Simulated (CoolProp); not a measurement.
n-perfluoropentane along the isotherm -27.45 °C: density (kg/m³) from the reference equation and from simpler models built on Tc = 147.9 °C, pc = 20.63 bar, ω = 0.436; each cubic takes its own stable root.

Computed with CoolProp (reference Helmholtz-energy equation of state, Gao 2022).

```csv
p (bar),phase,reference
0.0326,gas,0.4612
0.0508,gas,0.7201
0.0791,liquid,1765
0.123,liquid,1765
0.192,liquid,1765
0.299,liquid,1766
0.465,liquid,1766
0.724,liquid,1766
1.13,liquid,1766
1.75,liquid,1766
2.73,liquid,1766
4.25,liquid,1767
6.62,liquid,1768
10.3,liquid,1769
```

Task: How far does each simpler model (van der Waals, Redlich-Kwong, Soave-Redlich-Kwong, Peng-Robinson) lie from the reference over these 14 states: mean and median of the absolute difference, and the worst?

Result: 
- van der Waals: mean 64.1 %, median 69.6 %, worst -99.9 % at -27.45 °C and 0.0791 bar
- Redlich-Kwong: mean 35.2 %, median 11.6 %, worst -99.9 % at -27.45 °C and 0.0791 bar
- Soave-Redlich-Kwong: mean 5.9 %, median 6.9 %, worst -6.9 % at -27.45 °C and 0.0791 bar
- Peng-Robinson: mean 4.2 %, median 4.9 %, worst +4.9 % at -27.45 °C and 10.3 bar

At some of these states van der Waals, Redlich-Kwong gives the other phase, because its saturation line lies elsewhere.
